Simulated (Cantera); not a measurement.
## Thermodynamics of hydrogen reduction and annealing atmospheres, feed TiO2 + H2

Input: 1 mol TiO2, 13 mol H2, at 0.0133 bar.

Cantera equilibrium calculation (NASA polynomials, part measured and part estimated; ideal gas, pure solids and liquids). Candidate condensed phases: H2O, Ti, TiO, TiO2, Ti2O3, Ti3O5, Ti4O7; 12 gas species. Mutual solubility and eutectic melting of coexisting phases are not modelled. Condensed phases not in the tables: Magnéli phases beyond Ti4O7. Kinetics and transport are ignored.

| T (K) | x H2 | x H2O | x H | x OH | n TiO2(rutile) | n Ti4O7(s) | n Ti3O5(s) |
|---|---|---|---|---|---|---|---|
| 1023 | 1.000 | 0.000106 | 3.59e-8 | <1e-12 | 0.994 | 0.00138 | 0 |
| 1123 | 1.000 | 0.000425 | 3.69e-7 | <1e-12 | 0.978 | 0.00552 | 0 |
| 1223 | 0.999 | 0.00137 | 2.60e-6 | 3.21e-11 | 0.929 | 0.0178 | 0 |
| 1323 | 0.996 | 0.00371 | 1.37e-5 | 7.38e-10 | 0.807 | 0.0482 | 0 |
| 1423 | 0.991 | 0.00877 | 5.73e-5 | 1.10e-8 | 0.544 | 0.114 | 0 |
| 1523 | 0.981 | 0.0186 | 0.000198 | 1.16e-7 | 0.0338 | 0.242 | 0 |
| 1623 | 0.980 | 0.0192 | 0.000593 | 4.87e-7 | 0 | 0.250 | 0 |
| 1723 | 0.975 | 0.0233 | 0.00156 | 2.04e-6 | 0 | 0.0924 | 0.210 |
| 1823 | 0.971 | 0.0256 | 0.00370 | 6.78e-6 | 0 | 0 | 0.333 |
x: gas mole fraction; n: condensed amount in mol.

From 1023 K to 1523 K the condensed part is TiO2(rutile) + Ti4O7(s). At 1623 K the condensed part is Ti4O7(s). At 1723 K the condensed part is Ti3O5(s) + Ti4O7(s). At 1823 K the condensed part is Ti3O5(s).
